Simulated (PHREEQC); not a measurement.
# Acid mine or pickling water: an equilibrium model

A made-up water analysis in mg/kgw, 25 °C, pH 1.85, pe 12.7:

```json
[
 {"constituent": "Na", "mg/kgw": "2440"},
 {"constituent": "K", "mg/kgw": "157"},
 {"constituent": "Ca", "mg/kgw": "386"},
 {"constituent": "Mg", "mg/kgw": "56.8"},
 {"constituent": "Cl", "mg/kgw": "331"},
 {"constituent": "S(6) as SO4", "mg/kgw": "7330"},
 {"constituent": "B", "mg/kgw": "3.48"},
 {"constituent": "Cu(2)", "mg/kgw": "5.52"},
 {"constituent": "Mn(2)", "mg/kgw": "13.5"},
 {"constituent": "Fe(3)", "mg/kgw": "5.96"},
 {"constituent": "Cd", "mg/kgw": "5.29"}
]
```

Cl is adjusted to close the charge balance.
Valence states are taken as typed.

Model: ion-association model, wateq4f.dat, run in PHREEQC.

This is a speciation only: nothing precipitates in the calculation.

**Question.** Predict the ionic strength.

**Answer.** ionic strength 0.182 mol/kgw.

**Question.** In which forms is Cd present?

**Answer.** CdSO4 33 %, Cd+2 30 %, CdCl+ 21 %, Cd(SO4)2-2 15 %, CdCl2 1.1 % of the Cd.

Examples of supersaturated solids here: Hematite (slow to form), Goethite (slow to form). Others may be too. Species that the database lacks are ignored.
